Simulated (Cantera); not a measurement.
## Equilibrium for iron carbonyl, mercury and lead vapours: Hg + H₂

Feed: 1 mol Hg, a varied amount of H₂, equilibrated at 1177 °C and 133 Pa.

Cantera equilibrium calculation (NASA polynomials, part measured and part estimated; ideal gas, pure solids and liquids). Candidate condensed phases: Hg; 3 gas species. Equilibrium is a limit: real reactors are often held back by kinetics, nucleation or transport.

```
n(H₂) (mol)  log p Hg  log p H₂  log p H
-----------  --------  --------  -------
0.041           -2.89     -4.28    -7.16
0.066           -2.90     -4.08    -7.07
0.11            -2.92     -3.88    -6.96
0.17            -2.94     -3.71    -6.88
0.28            -2.98     -3.54    -6.79
0.44            -3.03     -3.39    -6.72
0.72            -3.11     -3.25    -6.65
1.2             -3.22     -3.14    -6.59
1.9             -3.34     -3.06    -6.55
3               -3.48     -3.00    -6.52
4.9             -3.65     -2.96    -6.50
7.8             -3.82     -2.93    -6.49
```
log p: log10 of the partial pressure in bar; nothing condenses.

From 0.041 mol H₂ to 7.8 mol H₂ nothing is condensed. The main Hg-bearing gas is Hg throughout.
